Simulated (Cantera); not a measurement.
# toluene + O₂ + N₂ (carbon deposition, reforming and gasification)

Feed: 1 mol toluene, 1.1 mol O₂, 37 mol N₂, equilibrated at 1.00 bar.

Method: chemical equilibrium by Gibbs-energy minimisation in Cantera with the NASA 1993 tables (ideal gas, pure condensed phases). Candidate condensed phases: C, C₆H₆, C₇H₈, C₈H₁₈, H₂O; 136 gas species. Equilibrium is a limit: real reactors are often held back by kinetics, nucleation or transport.

| T (°C) | x N₂ | x H₂ | x CO | x HCN | x H | n C(graphite) |
|---|---|---|---|---|---|---|
| 700 | 0.861 | 0.0886 | 0.0447 | 9.19e-7 | 3.22e-10 | 4.95 |
| 900 | 0.857 | 0.0921 | 0.0506 | 1.54e-5 | 3.58e-8 | 4.80 |
| 1100 | 0.856 | 0.0924 | 0.0509 | 0.000112 | 1.01e-6 | 4.79 |
| 1300 | 0.856 | 0.0923 | 0.0509 | 0.000485 | 1.24e-5 | 4.78 |
| 1500 | 0.856 | 0.0917 | 0.0509 | 0.00151 | 8.62e-5 | 4.73 |
| 1700 | 0.854 | 0.0904 | 0.0509 | 0.00368 | 0.000406 | 4.63 |
| 1900 | 0.852 | 0.0876 | 0.0509 | 0.00753 | 0.00143 | 4.43 |
| 2100 | 0.847 | 0.0825 | 0.0508 | 0.0134 | 0.00401 | 4.11 |
| 2300 | 0.840 | 0.0744 | 0.0507 | 0.0211 | 0.00937 | 3.65 |
| 2500 | 0.830 | 0.0631 | 0.0504 | 0.0299 | 0.0187 | 3.05 |
| 2700 | 0.817 | 0.0491 | 0.0500 | 0.0382 | 0.0322 | 2.31 |
x: gas mole fraction; n: condensed amount in mol.

From 700 °C to 2700 °C the condensed part is C(graphite). The main C-bearing gas is CO throughout. The share of C in condensed phases is highest at 700 °C (70.7 %) and lowest at 2700 °C (33.0 %).
